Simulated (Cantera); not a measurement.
An isothermal, constant-pressure homogeneous reactor starts with 1.59 % H2, 37.9 % O2, 60.6 % N2, at 1325 K and 2670 Pa.

Cantera simulation using the H2/O2 subset of GRI-Mech 3.0, which has no nitrogen chemistry; the numbers are that mechanism's predictions, not measurements. Radical loss at walls, strong at low pressure, is not modelled.

x: mole fraction; the columns are a selection and need not sum to one.

```json
[
 {"t (s)": "8.00e-6", "x H2": "0.0159", "x O2": "0.379", "x H": "6.70e-10", "x H2O2": "<1e-12", "x OH": "8.23e-11"},
 {"t (s)": "3.78e-5", "x H2": "0.0159", "x O2": "0.379", "x H": "…", "x H2O2": "<1e-12", "x OH": "1.36e-9"},
 {"t (s)": "0.000179", "x H2": "0.0159", "x O2": "0.379", "x H": "…", "x H2O2": "1.00e-11", "x OH": "1.69e-8"},
 {"t (s)": "0.000846", "x H2": "0.0159", "x O2": "0.378", "x H": "…", "x H2O2": "1.99e-10", "x OH": "2.14e-6"},
 {"t (s)": "0.00400", "x H2": "0.000250", "x O2": "0.365", "x H": "…", "x H2O2": "4.02e-8", "x OH": "0.00165"},
 {"t (s)": "0.0189", "x H2": "0.000177", "x O2": "0.367", "x H": "…", "x H2O2": "3.65e-8", "x OH": "0.00142"},
 {"t (s)": "0.0894", "x H2": "7.11e-5", "x O2": "0.371", "x H": "…", "x H2O2": "2.89e-8", "x OH": "0.000903"},
 {"t (s)": "0.423", "x H2": "8.57e-6", "x O2": "0.373", "x H": "…", "x H2O2": "1.10e-8", "x OH": "0.000315"},
 {"t (s)": "2.00", "x H2": "6.48e-7", "x O2": "0.373", "x H": "…", "x H2O2": "1.90e-9", "x OH": "8.71e-5"}
]
```

Question: Fill in the missing entries.

Answer: 
- 3.78e-5, x H: 2.33e-9
- 0.000179, x H: 9.65e-9
- 0.000846, x H: 9.61e-7
- 0.00400, x H: 0.00174
- 0.0189, x H: 0.00116
- 0.0894, x H: 0.000280
- 0.423, x H: 1.15e-5
- 2.00, x H: 2.39e-7
